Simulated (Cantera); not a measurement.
Input: 1 mol Si, 9.3 mol HF, 0.12 mol N2, at 1152 °C and 0.00160 bar.

Equilibrium computed with Cantera from the NASA thermochemical tables; the gas is ideal and each condensed phase is pure. Candidate condensed phases: Si, Si3N4; 37 gas species. The tables' values for SiF3 are old estimates; treat these amounts as uncertain. Equilibrium is a limit: real reactors are often held back by kinetics, nucleation or transport.

**Question.** What is the equilibrium state?

**Answer.** 
- x(HF): 0.630
- x(H2): 0.237
- x(SiF4): 0.118
- x(N2): 0.0142
- x(SiF3): 0.000258
- x(H): 8.31e-5
- x(SiHF3): 1.24e-5
- gas amount: 8.421 mol
- log10 activity of Si(s) (absent): -9.24
